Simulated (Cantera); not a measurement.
An adiabatic, constant-volume homogeneous reactor starts with CH₄ : O₂ : N₂ = 1 : 1.25 : 4.2 (molar parts), equivalence ratio 1.6, at 1050 K and 2.17 atm.

Detailed kinetics in Cantera: GRI-Mech 3.0 (53 species, 325 reactions).

Q: Predict: time of steepest temperature rise; temperature at 0.600 s; equilibrium temperature; x(O₂) at 0.600 s; x(H₂) at 0.600 s.

A: 
```
Item                                                                  Result
---------------------------------  -----------------------------------------
time of steepest temperature rise                                    0.234 s
temperature at 0.600 s                                                2784 K
equilibrium temperature                                               2784 K
x(O₂) at 0.600 s                   0.000207 (gas-phase equilibrium 0.000207)
x(H₂) at 0.600 s                       0.0964 (gas-phase equilibrium 0.0964)
```
